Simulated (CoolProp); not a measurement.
200 sccm (0 °C, 1 atm) of nitrogen bubbles through liquid octamethyltrisiloxane (MDM) at 369.5 K and leaves saturated at a total pressure of 0.15 MPa (ideal gas phase). Each further row changes one setting.

The numbers come from the reference Helmholtz-energy equation of state, Thol 2017 in CoolProp.

```csv
case,vapour pressure (kPa),mole fraction of vapour,delivery (mg/min),delivery (sccm),change of delivery for a bath 1 K warmer (%)
as stated,17.4,?,277,26.3,4.3
bath temperature 374.5 K,?,0.140,?,32.5,4.3
total pressure 0.3 MPa,17.4,0.0581,130,?,4.1
```

Task: What belongs in the gaps?

Result: 
- as stated, mole fraction of vapour: 0.116
- bath temperature 374.5 K, vapour pressure (kPa): 21.0
- bath temperature 374.5 K, delivery (mg/min): 343
- total pressure 0.3 MPa, delivery (sccm): 12.3
